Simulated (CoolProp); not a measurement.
Propane at 407.36 K and 4.18 MPa is throttled through a valve to 2.37 MPa with no heat exchange. Each further row changes one setting.

Model: reference Helmholtz-energy equation of state, Lemmon 2009, in CoolProp.

```csv
case,temperature change (K),final density (kg/m³)
as stated,___,___
outlet pressure 0.711 MPa,___,___
outlet pressure 3.08 MPa,-10.1,___
```

Q: Complete the blanks.

A: 
- as stated, temperature change (K): -16.7
- as stated, final density (kg/m³): 39.2
- outlet pressure 0.711 MPa, temperature change (K): -31.9
- outlet pressure 0.711 MPa, final density (kg/m³): 10.6
- outlet pressure 3.08 MPa, final density (kg/m³): 53.2
